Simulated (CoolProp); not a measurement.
Vapour-liquid equilibrium of n-perfluorobutane (1) + R365MFC (2) at 14.85 °C; x and y are mole fractions of (1).

Model: multi-fluid Helmholtz-energy mixture model, Gao 2022 and Lemmon 2016; pair parameters Bell 2016, in CoolProp.

```tsv
x	bubble pressure (kPa)	y at the bubble point	dew pressure at overall composition x (kPa)	liquid density (mol/L)
0.05	75.03	0.520	38.91	8.487
0.125	111.7	0.690	42.17	8.273
0.2	132.8	0.749	46.01	8.067
0.275	145.3	0.778	50.62	7.869
0.35	153.0	0.795	56.24	7.680
0.425	158.4	0.807	63.23	7.500
0.5	162.7	0.818	72.18	7.329
0.575	166.8	0.830	84.00	7.168
0.65	171.0	0.844	100.2	7.017
0.725	175.5	0.862	123.4	6.876
0.8	180.0	0.886	155.4	6.745
0.875	184.5	0.918	178.1	6.625
0.95	188.5	0.962	187.6	6.515
```

No azeotrope shows between x = 0.05 and 0.95.

Pair parameters are fitted to limited data, so mixtures are less certain than the pure fluids. With so large a gap from Raoult's law the liquid may split in two, which this calculation doesn't test in full.
